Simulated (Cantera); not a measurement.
Thermodynamics of carbothermic reduction, feed Fe₃O₄ + CH₄ + H₂

Feed: 1 mol Fe₃O₄, 3.3 mol CH₄, 10 mol H₂, held at 0.0370 bar.

Cantera equilibrium calculation (NASA polynomials, part measured and part estimated; ideal gas, pure solids and liquids). Candidate condensed phases: C, C₆H₆, C₇H₈, C₈H₁₈, Fe, Fe(CO)₅, FeO, Fe(OH)₂, Fe(OH)₃, Fe₂O₃, Fe₃O₄, H₂O; 114 gas species. Kinetics and transport are ignored.

From 777 °C to 877 °C the condensed part is Fe(α). From 977 °C to 1377 °C the condensed part is Fe(γ). At 1477 °C the condensed part is Fe(δ). From 1577 °C to 1977 °C the condensed part is Fe(l). At 2077 °C nothing is condensed.

```json
[
 {"T (°C)": "777", "x H₂": "0.806", "x CO": "0.159", "x Fe": "4.14e-12", "x H": "3.78e-8", "x H₂O": "0.0286", "n Fe(α)": "3.00", "n Fe(γ)": "0", "n Fe(δ)": "0", "n Fe(l)": "0"},
 {"T (°C)": "877", "x H₂": "0.804", "x CO": "0.161", "x Fe": "2.32e-10", "x H": "3.48e-7", "x H₂O": "0.0301", "n Fe(α)": "3.00", "n Fe(γ)": "0", "n Fe(δ)": "0", "n Fe(l)": "0"},
 {"T (°C)": "977", "x H₂": "0.803", "x CO": "0.162", "x Fe": "6.70e-9", "x H": "2.25e-6", "x H₂O": "0.0312", "n Fe(α)": "0", "n Fe(γ)": "3.00", "n Fe(δ)": "0", "n Fe(l)": "0"},
 {"T (°C)": "1077", "x H₂": "0.802", "x CO": "0.163", "x Fe": "1.16e-7", "x H": "1.11e-5", "x H₂O": "0.0319", "n Fe(α)": "0", "n Fe(γ)": "3.00", "n Fe(δ)": "0", "n Fe(l)": "0"},
 {"T (°C)": "1177", "x H₂": "0.802", "x CO": "0.163", "x Fe": "1.35e-6", "x H": "4.40e-5", "x H₂O": "0.0324", "n Fe(α)": "0", "n Fe(γ)": "3.00", "n Fe(δ)": "0", "n Fe(l)": "0"},
 {"T (°C)": "1277", "x H₂": "0.801", "x CO": "0.163", "x Fe": "1.13e-5", "x H": "0.000147", "x H₂O": "0.0328", "n Fe(α)": "0", "n Fe(γ)": "3.00", "n Fe(δ)": "0", "n Fe(l)": "0"},
 {"T (°C)": "1377", "x H₂": "0.801", "x CO": "0.164", "x Fe": "7.30e-5", "x H": "0.000423", "x H₂O": "0.0331", "n Fe(α)": "0", "n Fe(γ)": "3.00", "n Fe(δ)": "0", "n Fe(l)": "0"},
 {"T (°C)": "1477", "x H₂": "0.800", "x CO": "0.164", "x Fe": "0.000377", "x H": "0.00108", "x H₂O": "0.0333", "n Fe(α)": "0", "n Fe(γ)": "0", "n Fe(δ)": "2.99", "n Fe(l)": "0"},
 {"T (°C)": "1577", "x H₂": "0.797", "x CO": "0.164", "x Fe": "0.00158", "x H": "0.00250", "x H₂O": "0.0334", "n Fe(α)": "0", "n Fe(γ)": "0", "n Fe(δ)": "0", "n Fe(l)": "2.97"},
 {"T (°C)": "1677", "x H₂": "0.791", "x CO": "0.163", "x Fe": "0.00554", "x H": "0.00530", "x H₂O": "0.0333", "n Fe(α)": "0", "n Fe(γ)": "0", "n Fe(δ)": "0", "n Fe(l)": "2.89"},
 {"T (°C)": "1777", "x H₂": "0.777", "x CO": "0.161", "x Fe": "0.0170", "x H": "0.0104", "x H₂O": "0.0329", "n Fe(α)": "0", "n Fe(γ)": "0", "n Fe(δ)": "0", "n Fe(l)": "2.65"},
 {"T (°C)": "1877", "x H₂": "0.746", "x CO": "0.155", "x Fe": "0.0469", "x H": "0.0189", "x H₂O": "0.0317", "n Fe(α)": "0", "n Fe(γ)": "0", "n Fe(δ)": "0", "n Fe(l)": "2.01"},
 {"T (°C)": "1977", "x H₂": "0.678", "x CO": "0.143", "x Fe": "0.117", "x H": "0.0318", "x H₂O": "0.0290", "n Fe(α)": "0", "n Fe(γ)": "0", "n Fe(δ)": "0", "n Fe(l)": "0.301"},
 {"T (°C)": "2077", "x H₂": "0.651", "x CO": "0.139", "x Fe": "0.127", "x H": "0.0523", "x H₂O": "0.0281", "n Fe(α)": "0", "n Fe(γ)": "0", "n Fe(δ)": "0", "n Fe(l)": "0"}
]
```
x: gas mole fraction; n: condensed amount in mol.
